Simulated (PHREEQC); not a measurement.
Consider water at 25 °C with 30 mmol/kgw HBr and 3 mmol/kgw MnSO4. Closed to the air; pH follows from the charge balance.

The numbers come from PHREEQC with the ion-association model, wateq4f.dat.

- pH: 1.61
- ionic strength: 0.0381 mol/kgw
- total alkalinity: -30.0 meq/kg

```csv
species,molality,activity,log γ
Br-,0.0300,0.0251,-0.077
H+,0.0283,0.0245,-0.063
Mn+2,0.00285,0.00147,-0.287
HSO4-,0.00167,0.00140,-0.077
SO4-2,0.00118,0.000587,-0.303
MnSO4,0.000152,0.000153,0.004
```

This is a speciation only: nothing precipitates in the calculation.
